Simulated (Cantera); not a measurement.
# Thermodynamics of sublimation and decomposition of ceramics, feed SiO2 + N2 + C

Charge: 1 mol SiO2, 6.3 mol N2, a varied amount of C, equilibrated at 1350 °C and 0.0110 bar.

Cantera equilibrium calculation (NASA polynomials, part measured and part estimated; ideal gas, pure solids and liquids). Candidate condensed phases: C, Si, SiC, SiO2, Si2N2O, Si3N4; 34 gas species. Mutual solubility and eutectic melting of coexisting phases are not modelled. The tables hold silica as quartz up to 1696 K and as liquid above; real silica turns to tridymite and cristobalite and melts near 1996 K. Equilibrium is a limit: real reactors are often held back by kinetics, nucleation or transport.

From 0.02 mol C to 0.095 mol C the condensed part is SiO2(β-quartz). From 0.16 mol C to 0.79 mol C the condensed part is SiO2(β-quartz) + Si2N2O(s). The main Si-bearing gas is SiO throughout. The share of Si in condensed phases is highest at 0.02 mol C (98.0 %) and lowest at 0.79 mol C (86.0 %).

```csv
n(C) (mol),x N2,x CO,x SiO,x CO2,n SiO2(β-quartz),n Si2N2O(s)
0.02,0.994,0.00315,0.00316,1.34e-6,0.980,0
0.033,0.990,0.00518,0.00519,1.34e-6,0.967,0
0.056,0.983,0.00873,0.00873,1.34e-6,0.944,0
0.095,0.971,0.0146,0.0146,1.34e-6,0.905,0
0.16,0.956,0.0243,0.0194,1.68e-6,0.851,0.0109
0.27,0.940,0.0406,0.0195,2.79e-6,0.777,0.0468
0.46,0.913,0.0678,0.0197,4.62e-6,0.649,0.109
0.79,0.867,0.113,0.0200,7.54e-6,0.427,0.217
```
x: gas mole fraction; n: condensed amount in mol.
